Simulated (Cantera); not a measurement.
Source: NASA polynomial tables (part measured, part estimated), evaluated in Cantera. Values are per mole of reaction as written; species without (g) are pure solids or liquids, kept so even where they would boil at 1 bar.

N2O(g) + NO2(g) = 3 NO(g), with ΔH° = 158.0 kJ and ΔS° = 172.1 J/K at 300 K.

Q: How far is the shortcut ΔG° ≈ ΔH°(300 K) − T·ΔS°(300 K) from the full temperature-dependent value at 1198, 1273, 1348, 1423, 1498, 1573, 1648, 1723, 1798 K?

A: 
```
T (K)  shortcut (kJ)  full (kJ)  difference (kJ)  difference in log10 K
-----  -------------  ---------  ---------------  ---------------------
1198           -48.2      -50.6              2.4                  -0.10
1273           -61.1      -63.5              2.4                  -0.10
1348           -74.0      -76.4              2.4                  -0.09
1423           -86.9      -89.3              2.4                  -0.09
1498           -99.8     -102.1              2.3                  -0.08
1573          -112.7     -115.0              2.2                  -0.07
1648          -125.7     -127.8              2.1                  -0.07
1723          -138.6     -140.5              1.9                  -0.06
1798          -151.5     -153.2              1.8                  -0.05
```
The shortcut ignores the heat-capacity change of the reaction.
